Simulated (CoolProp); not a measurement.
A simple Rankine cycle with cyclopentane: condensing at 322.15 K, boiler at 0.499 MPa, turbine inlet 421 K, turbine efficiency 0.9, pump efficiency 0.7, no recuperator. Each further row changes one setting.

Computed with CoolProp (reference Helmholtz-energy equation of state, Gedanitz 2015).

```tsv
case	thermal efficiency (%)	net work (kJ/kg)	heat in (kJ/kg)	turbine exit temperature (K)	volume ratio over the turbine
as stated	12.0	64.0	534	377.1	4.72
turbine inlet 441 K	11.9	67.8	572	397.9	4.71
condensing temperature 314.15 K	13.5	74.4	549	370.0	6.09
boiler pressure 0.349 MPa	9.5	51.2	538	387.6	3.31
turbine efficiency 0.8	10.6	56.8	534	381.6	4.78
```
